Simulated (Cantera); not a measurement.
# Ammonia decomposition in nitride growth gas

An isothermal, constant-pressure homogeneous reactor starts with 23.8 % NH3, 76.2 % H2, at 2000 K and 760 Torr.

Cantera simulation using the gas-phase N/H chemistry of the illustrative SiF4/NH3 mechanism in the Surface Chemkin manual (1991); the numbers are that mechanism's predictions, not measurements. Walls and surfaces, which speed up NH3 decomposition in real reactors, are not modelled.

| t (s) | x NH3 | x H2 | x NH | x N2H4 | x N | x NH2 | x N2H2 |
|---|---|---|---|---|---|---|---|
| 4.00e-6 | 0.238 | 0.762 | 4.24e-9 | 4.49e-11 | 5.39e-12 | 9.98e-6 | 1.36e-10 |
| 2.20e-5 | 0.238 | 0.762 | 1.40e-7 | 1.39e-9 | 1.12e-9 | 5.46e-5 | 6.08e-9 |
| 0.000121 | 0.238 | 0.762 | 3.55e-6 | 3.51e-8 | 1.43e-7 | 0.000274 | 2.75e-7 |
| 0.000663 | 0.235 | 0.763 | 9.89e-6 | 9.81e-8 | 6.64e-7 | 0.000458 | 1.02e-6 |
| 0.00364 | 0.220 | 0.772 | 9.67e-6 | 8.94e-8 | 6.65e-7 | 0.000437 | 9.40e-7 |
| 0.0200 | 0.155 | 0.811 | 8.53e-6 | 5.51e-8 | 6.61e-7 | 0.000343 | 6.01e-7 |
| 0.110 | 0.0344 | 0.882 | 4.47e-6 | 6.29e-9 | 5.38e-7 | 0.000116 | 8.61e-8 |
| 0.603 | 0.00192 | 0.901 | 5.37e-7 | 4.18e-11 | 9.50e-8 | 9.46e-6 | 7.34e-10 |
| 3.31 | 0.000256 | 0.902 | 7.32e-8 | <1e-12 | 1.31e-8 | 1.27e-6 | 1.37e-11 |
| 18.2 | 4.45e-5 | 0.902 | 1.27e-8 | <1e-12 | 2.28e-9 | 2.21e-7 | <1e-12 |
| 100 | 9.16e-6 | 0.902 | 2.62e-9 | <1e-12 | 4.70e-10 | 4.56e-8 | <1e-12 |
x: mole fraction; the columns are a selection and need not sum to one.

Equilibrium at this temperature and pressure: NH3 5.39e-6, H2 0.902, NH 1.54e-9, N2H4 <1e-12, N 2.77e-10, NH2 2.69e-8, N2H2 <1e-12 (gas phase only).
